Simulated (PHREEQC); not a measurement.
1 kg of water holding 0.14 mol/kgw Na2CO3 meets 20 L of dry gas (CO2 1 by moles) at fixed total pressure, at 1 atm; fugacities by Peng-Robinson. The gases take part in no redox reaction, some water evaporates into the gas, and hydrates or a liquid gas phase aren't modelled. Nothing may precipitate in this run.

Model: Pitzer model, pitzer.dat, run in PHREEQC.

| T (°C) | dissolved CO2 (all carbonate carbon) (mol/kgw) | φ of CO2 | pH |
|---|---|---|---|
| 10 | 0.330 | 0.994 | 7.07 |
| 20 | 0.316 | 0.994 | … |
| 30 | 0.307 | 0.995 | … |
| 40 | 0.300 | 0.995 | 7.25 |
| 50 | 0.295 | 0.996 | … |
| 60 | 0.291 | 0.996 | … |
| 70 | 0.288 | 0.997 | … |
| 80 | 0.284 | 0.998 | 7.75 |

Question: Complete the blanks.

Answer: 
- 20, pH: 7.12
- 30, pH: 7.18
- 50, pH: 7.34
- 60, pH: 7.44
- 70, pH: 7.57

Constants without temperature data keep their 25 °C values here.
